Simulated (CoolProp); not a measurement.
Vapour-liquid equilibrium of propylene (1) + isobutane (2) at 0.0139 MPa; x and y are mole fractions of (1).

The numbers come from the multi-fluid Helmholtz-energy mixture model, Lemmon 2013 and Bücker 2006; pair parameters Bell 2016 in CoolProp.

Give the bubble temperature and the first vapour's composition at x = 0.15, 0.45, 0.75. Is there an azeotrope?

x = 0.15: 209.7 K, y = 0.528; x = 0.45: 202.5 K, y = 0.792; x = 0.75: 195.1 K, y = 0.957. No azeotrope shows between x = 0.05 and 0.95.

The pair parameters rest on a limited set of measurements; away from them the model extrapolates. The gap from Raoult's law changes sign with composition, which may be real or a fault of the pair parameters; it wasn't checked against measurements.
